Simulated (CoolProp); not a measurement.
Vapour-liquid equilibrium of R134a (1) + R227EA (2) at 54.05 °C; x and y are mole fractions of (1).

The numbers come from the multi-fluid Helmholtz-energy mixture model, Tillner-Roth 1994 and Lemmon 2016; pair parameters Bell 2016 in CoolProp.

| x | bubble pressure (MPa) | y at the bubble point | dew pressure at overall composition x (MPa) | liquid density (mol/L) |
|---|---|---|---|---|
| 0.05 | 1.043 | 0.068 | 1.036 | 7.463 |
| 0.15 | 1.096 | 0.193 | 1.078 | 7.698 |
| 0.25 | 1.148 | 0.309 | 1.121 | 7.950 |
| 0.35 | 1.197 | 0.415 | 1.167 | 8.220 |
| 0.45 | 1.244 | 0.515 | 1.213 | 8.511 |
| 0.55 | 1.288 | 0.610 | 1.260 | 8.825 |
| 0.65 | 1.330 | 0.700 | 1.307 | 9.166 |
| 0.75 | 1.370 | 0.787 | 1.353 | 9.536 |
| 0.85 | 1.407 | 0.873 | 1.397 | 9.939 |
| 0.95 | 1.441 | 0.958 | 1.438 | 10.38 |

No azeotrope shows between x = 0.05 and 0.95.

The pair parameters rest on a limited set of measurements; away from them the model extrapolates.
